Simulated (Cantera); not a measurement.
Cantera run:

```python
import numpy as np
import cantera as ct

gas_names = [...]  # 45 gases of nasa_gas.yaml made of Al, Cl, H, N, O
cond_names = """
    AL(cr) AL(L) ALCL3(s) ALCL3(L) ALN(s) AL2O3(a) AL2O3(L) H2O(s) H2O(L) NH4CL(a) NH4CL(b)
""".split()


# ... load() reads the species with a 1 bar reference pressure and builds the phases ...
atoms = {
    'AlCl3': {'AL': 1, 'CL': 3},
    'NH3': {'N': 1, 'H': 3},
    'H2': {'H': 2},
    'H2O': {'H': 2, 'O': 1},
}
top_T = {'ALN(s)': 2750}  # K; cautious upper limits of use, not melting points


# ... equilibrate(T, P, feed) seeds the gas with the atoms and calls Mixture.equilibrate('TP', solver="vcs", rtol=1e-11, max_steps=5000) ...
results = []
T = 1023  # K
P = 170  # Pa
for m in [0.67, 1, 1.6, 2.6, 4, 6.3, 9.9, 15, 24]:
    feed = {'AlCl3': 1, 'NH3': 73, 'H2': 1.7, 'H2O': m}  # mol
    mix = equilibrate(T, P, feed)
    results.append((T, P, feed, dict(zip(mix.species_names, mix.species_moles))))
    x = sorted(zip(gas.X, gas.species_names), reverse=True)
    print(f"T = {T:g} K  P = {P:g} Pa  n(H2O) = {m:g} mol  gas = {mix.phase_moles(0):.4g} mol")
    print("   x: " + "  ".join(f"{s} {v:.3e}" for v, s in x if v > 0.0001))
    print("   condensed (mol): " + ("  ".join(f"{mix.phase(i).name} {mix.phase_moles(i):.4g}"
          for i in range(1, mix.n_phases) if mix.phase_moles(i) > 1e-12) or "none"))
```

It prints:

```
T = 1023 K  P = 170 Pa  n(H2O) = 0.67 mol  gas = 149.6 mol
   x: H2 7.382e-01  N2 2.423e-01  HCL 1.930e-02  ALCL3 2.522e-04
   condensed (mol): ALN(s) 0.5156  AL2O3(a) 0.2233
T = 1023 K  P = 170 Pa  n(H2O) = 1 mol  gas = 150 mol
   x: H2 7.382e-01  N2 2.423e-01  HCL 1.924e-02  ALCL3 2.501e-04
   condensed (mol): ALN(s) 0.2958  AL2O3(a) 0.3333
T = 1023 K  P = 170 Pa  n(H2O) = 1.6 mol  gas = 150.8 mol
   x: H2 7.374e-01  N2 2.420e-01  HCL 1.989e-02  H2O 6.631e-04
   condensed (mol): AL2O3(a) 0.5
T = 1023 K  P = 170 Pa  n(H2O) = 2.6 mol  gas = 151.8 mol
   x: H2 7.325e-01  N2 2.404e-01  HCL 1.976e-02  H2O 7.246e-03
   condensed (mol): AL2O3(a) 0.5
T = 1023 K  P = 170 Pa  n(H2O) = 4 mol  gas = 153.2 mol
   x: H2 7.258e-01  N2 2.383e-01  HCL 1.958e-02  H2O 1.632e-02
   condensed (mol): AL2O3(a) 0.5
T = 1023 K  P = 170 Pa  n(H2O) = 6.3 mol  gas = 155.5 mol
   x: H2 7.151e-01  N2 2.347e-01  H2O 3.087e-02  HCL 1.929e-02
   condensed (mol): AL2O3(a) 0.5
T = 1023 K  P = 170 Pa  n(H2O) = 9.9 mol  gas = 159.1 mol
   x: H2 6.989e-01  N2 2.294e-01  H2O 5.280e-02  HCL 1.886e-02
   condensed (mol): AL2O3(a) 0.5
T = 1023 K  P = 170 Pa  n(H2O) = 15 mol  gas = 164.2 mol
   x: H2 6.772e-01  N2 2.223e-01  H2O 8.222e-02  HCL 1.827e-02
   condensed (mol): AL2O3(a) 0.5
T = 1023 K  P = 170 Pa  n(H2O) = 24 mol  gas = 173.2 mol
   x: H2 6.420e-01  N2 2.107e-01  H2O 1.299e-01  HCL 1.732e-02
   condensed (mol): AL2O3(a) 0.5
```

These are equilibrium values from Cantera (NASA tables, ideal gas, pure condensed phases), not measurements of a reactor. Mutual solubility and eutectic melting of coexisting phases are not modelled.
